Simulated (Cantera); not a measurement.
Mixture: CH4 : H2 : O2 : N2 = 1 : 0.039 : 1.84 : 6.9 (molar parts), equivalence ratio 1.1, at 3.60 bar, adiabatic and at constant volume. Ignition delay is the time to a rise of 400 K.

Model: GRI-Mech 3.0 (53 species, 325 reactions), integrated in Cantera.

**Question.** Predict: delay at 1023 K; delay at 1173 K; delay at 1323 K; delay at 1473 K; delay at 1623 K; apparent activation energy between 1548 and 1698 K.

**Answer.** 
| Quantity | Value |
|---|---|
| delay at 1023 K | 62.5 ms |
| delay at 1173 K | 11.7 ms |
| delay at 1323 K | 2.17 ms |
| delay at 1473 K | 0.455 ms |
| delay at 1623 K | 0.117 ms |
| apparent activation energy between 1548 and 1698 K | 180 kJ/mol |
